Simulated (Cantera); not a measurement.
Feed: 1 mol MgO, 0.93 mol I2, 0.94 mol H2, held at 1398 K and 13300 Pa.

Equilibrium computed with Cantera from the NASA thermochemical tables; the gas is ideal and each condensed phase is pure. Candidate condensed phases: H2O, I2, Mg, MgI2, MgO, Mg(OH)2; 20 gas species. The numbers say what is thermodynamically allowed, not how fast it happens.

Base state: I 0.367, HI 0.340, H2 0.218, I2 0.0295, H2O 0.0226, MgI2 0.0226 (mole fractions); condensed: MgO(s).

Question: What changes in the equilibrium state with this change: pressure from 13300 Pa to 101000 Pa?

Answer: 
| species | before | after |
|---|---|---|
| HI | 0.340 | 0.479 |
| I | 0.367 | 0.207 |
| H2 | 0.218 | 0.179 |
| I2 | 0.0295 | 0.0710 |
| MgI2 | 0.0226 | 0.0318 |
| H2O | 0.0226 | 0.0318 |
| MgO(s), mol | 0.948 | 0.934 |
